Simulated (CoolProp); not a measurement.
Vapour-liquid equilibrium of ethylene (1) + ethane (2) at 150.7 K; x and y are mole fractions of (1).

The numbers come from the multi-fluid Helmholtz-energy mixture model, Smukala 2000 and Bücker 2006; pair parameters Bell 2016 in CoolProp.

Give the bubble pressure and the first vapour's composition at x = 0.2, 0.5, 0.65. Is there an azeotrope?

x = 0.2: 0.01477 MPa, y = 0.436; x = 0.5: 0.02016 MPa, y = 0.728; x = 0.65: 0.02272 MPa, y = 0.827. No azeotrope shows between x = 0.05 and 0.95.

Pair parameters are fitted to limited data, so mixtures are less certain than the pure fluids.
